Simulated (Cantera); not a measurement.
An isothermal, constant-pressure homogeneous reactor starts with 2.71 % H2, 75.4 % O2, 21.9 % N2, equivalence ratio 0.018, at 1325 K and 4000 Pa.

Cantera simulation using the H2/O2 subset of GRI-Mech 3.0, which has no nitrogen chemistry; the numbers are that mechanism's predictions, not measurements. Radical loss at walls, strong at low pressure, is not modelled.

x: mole fraction; the columns are a selection and need not sum to one.

```json
[
 {"t (s)": "0.000200", "x H2": "0.0271", "x O2": "0.754", "x H2O": "7.75e-7", "x HO2": "9.87e-8", "x H2O2": "1.62e-10", "x H": "2.05e-7", "x OH": "5.14e-7"},
 {"t (s)": "0.000386", "x H2": "0.0271", "x O2": "0.754", "x H2O": "[?]", "x HO2": "[?]", "x H2O2": "6.42e-10", "x H": "[?]", "x OH": "[?]"},
 {"t (s)": "0.000746", "x H2": "0.0169", "x O2": "0.746", "x H2O": "0.00759", "x HO2": "4.32e-6", "x H2O2": "1.67e-7", "x H": "0.00178", "x OH": "0.00349"},
 {"t (s)": "0.00144", "x H2": "0.000401", "x O2": "0.732", "x H2O": "0.0240", "x HO2": "3.95e-6", "x H2O2": "1.14e-7", "x H": "0.00259", "x OH": "0.00289"},
 {"t (s)": "0.00278", "x H2": "0.000306", "x O2": "0.733", "x H2O": "0.0245", "x HO2": "3.71e-6", "x H2O2": "1.03e-7", "x H": "0.00215", "x OH": "0.00262"},
 {"t (s)": "0.00537", "x H2": "0.000258", "x O2": "0.736", "x H2O": "0.0250", "x HO2": "3.49e-6", "x H2O2": "1.00e-7", "x H": "0.00164", "x OH": "0.00241"},
 {"t (s)": "0.0104", "x H2": "0.000191", "x O2": "0.740", "x H2O": "0.0256", "x HO2": "3.09e-6", "x H2O2": "9.44e-8", "x H": "0.00102", "x OH": "0.00208"},
 {"t (s)": "0.0200", "x H2": "0.000115", "x O2": "0.744", "x H2O": "0.0263", "x HO2": "2.47e-6", "x H2O2": "8.26e-8", "x H": "0.000468", "x OH": "0.00162"},
 {"t (s)": "0.0386", "x H2": "[?]", "x O2": "0.748", "x H2O": "0.0268", "x HO2": "[?]", "x H2O2": "[?]", "x H": "[?]", "x OH": "[?]"},
 {"t (s)": "0.0746", "x H2": "2.11e-5", "x O2": "0.749", "x H2O": "0.0271", "x HO2": "9.53e-7", "x H2O2": "4.24e-8", "x H": "3.60e-5", "x OH": "0.000696"},
 {"t (s)": "0.144", "x H2": "7.17e-6", "x O2": "0.750", "x H2O": "0.0273", "x HO2": "4.53e-7", "x H2O2": "2.42e-8", "x H": "7.12e-6", "x OH": "0.000407"},
 {"t (s)": "0.278", "x H2": "2.35e-6", "x O2": "0.751", "x H2O": "0.0274", "x HO2": "1.93e-7", "x H2O2": "1.23e-8", "x H": "1.35e-6", "x OH": "0.000234"},
 {"t (s)": "0.537", "x H2": "8.02e-7", "x O2": "0.751", "x H2O": "0.0275", "x HO2": "8.09e-8", "x H2O2": "5.85e-9", "x H": "2.69e-7", "x OH": "0.000137"},
 {"t (s)": "1.04", "x H2": "2.94e-7", "x O2": "0.751", "x H2O": "0.0275", "x HO2": "3.85e-8", "x H2O2": "2.71e-9", "x H": "6.01e-8", "x OH": "8.32e-5"},
 {"t (s)": "2.00", "x H2": "1.18e-7", "x O2": "0.751", "x H2O": "0.0275", "x HO2": "2.49e-8", "x H2O2": "1.28e-9", "x H": "1.53e-8", "x OH": "5.28e-5"}
]
```

Q: Some entries are withheld; supply them.

A: 
- 0.000386, x H2O: 2.40e-5
- 0.000386, x HO2: 2.73e-7
- 0.000386, x H: 5.57e-6
- 0.000386, x OH: 1.42e-5
- 0.0386, x H2: 5.48e-5
- 0.0386, x HO2: 1.68e-6
- 0.0386, x H2O2: 6.39e-8
- 0.0386, x H: 0.000152
- 0.0386, x OH: 0.00112
